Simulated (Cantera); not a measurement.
What does this Cantera script print?

```python
import numpy as np
import cantera as ct

gas_names = """
    H HO2 H2 H2O H2O2 O OH O2 O3 Pb PbO Pb2
""".split()
cond_names = """
    H2O(s) H2O(L) Pb(cr) Pb(L) PbO(rd) PbO(yw) PbO(L) PbO2(s) Pb3O4(s)
""".split()


# ... load() reads the species with a 1 bar reference pressure and builds the phases ...
atoms = {
    'PbO': {'Pb': 1, 'O': 1},
    'O2': {'O': 2},
    'H2': {'H': 2},
}
top_T = {'Pb3O4(s)': 820}  # K; cautious upper limits of use, not melting points


# ... equilibrate(T, P, feed) seeds the gas with the atoms and calls Mixture.equilibrate('TP', solver="vcs", rtol=1e-11, max_steps=5000) ...
results = []
feed = {'PbO': 1, 'O2': 2.7, 'H2': 1}  # mol
T = 700  # K
P = 140000  # Pa
mix = equilibrate(T, P, feed)
results.append((T, P, feed, dict(zip(mix.species_names, mix.species_moles))))
print(gas.report(threshold=0.001))
for i in range(1, mix.n_phases):
    print(f"{mix.phase(i).name:16s} {mix.phase_moles(i):12.5e} mol")
```

It prints:

```
       temperature   700 K
          pressure   1.4e+05 Pa
           density   0.66458 kg/m^3
  mean mol. weight   27.628 kg/kmol
   phase of matter   gas

                          1 kg             1 kmol
                     ---------------   ---------------
          enthalpy       -2.2637e+06       -6.2542e+07  J
   internal energy       -2.4743e+06       -6.8362e+07  J
           entropy            8319.6        2.2986e+05  J/K
    Gibbs function       -8.0874e+06       -2.2344e+08  J
 heat capacity c_p            1245.2             34404  J/K
 heat capacity c_v            944.29             26089  J/K

                      mass frac. Y      mole frac. X     chem. pot. / RT
                     ---------------   ---------------   ---------------
               H2O           0.20377            0.3125           -66.246
                O2           0.79623            0.6875            -25.73
     [  +10 minor]        4.7558e-11        6.7475e-11

Pb(L)             0.00000e+00 mol
PbO(rd)           1.00000e+00 mol
PbO2(s)           0.00000e+00 mol
Pb3O4(s)          0.00000e+00 mol
```

Method: chemical equilibrium by Gibbs-energy minimisation in Cantera with the NASA 1993 tables (ideal gas, pure condensed phases).
